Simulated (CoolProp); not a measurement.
A single-stage vapour-compression cycle with n-perfluorobutane: evaporating at 294.15 K (dew point), condensing at 319.15 K (bubble point), superheat 8 K, subcooling 0 K, compressor efficiency 0.65, no pressure losses. Each further row changes one setting.

Computed with CoolProp (reference Helmholtz-energy equation of state, Gao 2022).

```json
[
 {"case": "as stated", "cooling COP": "6.18", "pressure ratio": "2.12", "discharge temperature (K)": "319.2", "refrigerating effect (kJ/kg)": "67.6", "volumetric capacity (kJ/m³)": "1630"},
 {"case": "evaporating temperature 299.15 K", "cooling COP": "8.24", "pressure ratio": "1.81", "discharge temperature (K)": "319.9", "refrigerating effect (kJ/kg)": "71.6", "volumetric capacity (kJ/m³)": "…"},
 {"case": "condensing temperature 314.15 K", "cooling COP": "8.18", "pressure ratio": "1.85", "discharge temperature (K)": "315.0", "refrigerating effect (kJ/kg)": "73.5", "volumetric capacity (kJ/m³)": "1780"},
 {"case": "subcooling 5 K", "cooling COP": "6.72", "pressure ratio": "2.12", "discharge temperature (K)": "319.2", "refrigerating effect (kJ/kg)": "73.5", "volumetric capacity (kJ/m³)": "1780"},
 {"case": "superheat 18 K", "cooling COP": "6.64", "pressure ratio": "2.12", "discharge temperature (K)": "…", "refrigerating effect (kJ/kg)": "…", "volumetric capacity (kJ/m³)": "1770"},
 {"case": "compressor efficiency 0.55", "cooling COP": "5.23", "pressure ratio": "2.12", "discharge temperature (K)": "…", "refrigerating effect (kJ/kg)": "67.6", "volumetric capacity (kJ/m³)": "1630"}
]
```

Problem. Some entries are withheld; supply them.

Solution. 
- evaporating temperature 299.15 K, volumetric capacity (kJ/m³): 2020
- superheat 18 K, discharge temperature (K): 328.3
- superheat 18 K, refrigerating effect (kJ/kg): 76.6
- compressor efficiency 0.55, discharge temperature (K): 320.2

The compression ends wet for: as stated; subcooling 5 K.
